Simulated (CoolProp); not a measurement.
A Linde-Hampson liquefier for nitrogen: isothermal reversible compression at 290 K from 1 atm to 40 MPa, throttling to 1 atm, return gas leaving the recuperator 10 K below the feed. Each further row changes one setting.

Values from CoolProp's reference Helmholtz-energy equation of state, Span 2000.

```tsv
case	liquid yield per pass	compression work (kJ/kg of gas)
as stated	0.080	522
high pressure 80 MPa	[?]	[?]
warm-end temperature 320 K	[?]	[?]
warm-end gap 15 K	0.068	522
```

Question: Complete the blanks.

Answer: 
- high pressure 80 MPa, liquid yield per pass: 0.040
- high pressure 80 MPa, compression work (kJ/kg of gas): 610
- warm-end temperature 320 K, liquid yield per pass: 0.053
- warm-end temperature 320 K, compression work (kJ/kg of gas): 580
